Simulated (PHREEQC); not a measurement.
1 kg of water holding 0.44 mol/kgw K2CO3 and 0.0065 mol/kgw KHCO3 is evaporated at 40 °C; the solids stay in contact with the brine. CO2 from the air is kept out. Solids allowed: Kalicinite. Others were left out.

Base run: PHREEQC, Pitzer model, pitzer.dat. Each further column changes one thing. The table gives water activity.

| H2O removed (mol) | base | temperature from 40 to 50 °C | temperature from 40 to 5 °C |
|---|---|---|---|
| 0 | 0.981 | 0.981 | 0.981 |
| 18.01 | 0.971 | 0.971 | 0.973 |
| 30.18 | 0.957 | 0.956 | 0.960 |
| 38.4 | 0.933 | 0.931 | 0.940 |
| 41.44 | 0.914 | 0.912 | 0.925 |
| 46.01 | 0.858 | 0.852 | 0.881 |
| 49.09 | 0.760 | 0.748 | 0.807 |
| 51.17 | 0.598 | 0.576 | 0.685 |

Away from 25 °C the constants follow the database's enthalpies or fits; those with neither stay at their 25 °C values.
